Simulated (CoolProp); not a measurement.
A single-stage vapour-compression cycle with the fluid: evaporating at 311.15 K (dew point), condensing at 379.15 K (bubble point), superheat 0 K, subcooling 0 K, compressor efficiency 0.9, no pressure losses. The same conditions are run with several fluids, on thermodynamics alone (safety and materials aside).

Model: reference Helmholtz-energy equation of state of each fluid (R124: de Vries 1995; neopentane: Lemmon 2006; trans-2-butene: Lemmon 2005; R1336mzz(Z): McLinden 2020; isobutene: Lemmon 2005; R141b: Lemmon 2006), in CoolProp.

Rank R124, neopentane, trans-2-butene, R1336mzz(Z), isobutene, R141b by cooling COP, highest first.

R141b (3.03), trans-2-butene (2.58), R1336mzz(Z) (2.39), isobutene (2.35), neopentane (2.10), R124 (1.84)

```csv
fluid,pressure ratio,discharge temperature (K),refrigerating effect (kJ/kg),volumetric capacity (kJ/m³)
R124,4.76,380.5,48.3,1660
neopentane,4.93,379.2,113,874
trans-2-butene,4.89,379.1,187,1560
R1336mzz(Z),6.79,379.1,72.0,579
isobutene,4.62,379.2,158,1720
R141b,6.21,379.1,136,798
```

The compression ends wet for: neopentane; trans-2-butene; R1336mzz(Z); isobutene; R141b.
